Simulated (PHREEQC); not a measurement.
Consider water at 25 °C with 0.012 mol NH4Cl per kg of water. Closed to the air; pH follows from the charge balance.

All values are PHREEQC results (ion-association model, phreeqc.dat), not measurements.

Precipitation was switched off in this run.

### Question
What pH, specific conductance does the model give?

### Answer
pH 5.63; specific conductance 1670 µS/cm.

Species that the database lacks are ignored.
